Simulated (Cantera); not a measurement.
A closed system holds: 1 mol Cr, 3.3 mol N₂O, held at 1598.15 K and 1.60 Pa.

Method: chemical equilibrium by Gibbs-energy minimisation in Cantera with the NASA 1993 tables (ideal gas, pure condensed phases). Candidate condensed phases: Cr, CrN, Cr₂N, Cr₂O₃; 14 gas species. Kinetics and transport are ignored.

Base state: N₂ 0.784, O₂ 0.212, NO 0.00193, O 0.00163, CrO₂ 6.94e-5 (mole fractions); condensed: Cr₂O₃(s).

What changes in the equilibrium state with this change: Cr replaced by Ta?


| species | before | after |
|---|---|---|
| N₂ | 0.784 | 0.891 |
| O₂ | 0.212 | 0.107 |
| NO | 0.00193 | 0.00146 |
| O | 0.00163 | 0.00116 |
| CrO₂ | 6.94e-5 | 0 |
| Cr₂O₃(s), mol | 0.500 | 0 |
| Ta₂O₅(s), mol | 0 | 0.500 |
Further candidate phases: Ta, Ta₂O₅.
